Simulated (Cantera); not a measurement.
## Thermodynamics of carbothermic reduction, feed MgO + CO + H₂

Charge: 1 mol MgO, 2.1 mol CO, 4.6 mol H₂, equilibrated at 2323 K and 3.38 Torr.

Cantera equilibrium calculation (NASA polynomials, part measured and part estimated; ideal gas, pure solids and liquids). Candidate condensed phases: C, C₆H₆, C₇H₈, C₈H₁₈, H₂O, Mg, MgCO₃, MgO, Mg(OH)₂; 116 gas species. The tables' values for MgH are old estimates; treat these amounts as uncertain. Equilibrium is a limit: real reactors are often held back by kinetics, nucleation or transport.

```json
{
  "x(H₂)": "0.405",
  "x(CO)": "0.247",
  "x(Mg)": "0.122",
  "x(H₂O)": "0.105",
  "x(H)": "0.103",
  "x(CO₂)": "0.0113",
  "x(OH)": "0.00447",
  "x(O)": "0.000774",
  "x(MgOH)": "0.000528",
  "gas_amount": "8.143 mol",
  "log10 activity of Mg(l) (absent)": "-5.20",
  "log10 activity of C(graphite) (absent)": "-6.78"
}
```
